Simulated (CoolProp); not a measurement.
Properties of R410A along the isotherm 500 K.

Values from CoolProp's reference Helmholtz-energy equation of state, Lemmon 2003. It is a pseudo-pure fit of the blend.

```
p (MPa)          phase  density (kg/m³)  cp (kJ/(kg K))  cv (kJ/(kg K))  isothermal compressibility (1/MPa)  expansivity (1/kK)
-------  -------------  ---------------  --------------  --------------  ----------------------------------  ------------------
0.0775             gas            1.355           1.097      (withheld)                               12.92               2.012
0.176              gas            3.083      (withheld)          0.9821                               5.700               2.028
0.401              gas            7.054           1.104          0.9835                               2.512               2.063
0.913              gas            16.21           1.114      (withheld)                               1.114               2.146
2.08               gas       (withheld)           1.140          0.9942                              0.4993               2.342
4.73               gas            90.10           1.205      (withheld)                          (withheld)               2.828
10.8     supercritical            227.0           1.381      (withheld)                              0.1060          (withheld)
24.5     supercritical            529.2           1.586           1.082                             0.03334               4.218
```

Task: Some entries are withheld; supply them.

Result: 
- 0.0775, cv (kJ/(kg K)): 0.9814
- 0.176, cp (kJ/(kg K)): 1.099
- 0.913, cv (kJ/(kg K)): 0.9868
- 2.08, density (kg/m³): 37.75
- 4.73, cv (kJ/(kg K)): 1.011
- 4.73, isothermal compressibility (1/MPa): 0.2294
- 10.8, cv (kJ/(kg K)): 1.047
- 10.8, expansivity (1/kK): 4.011
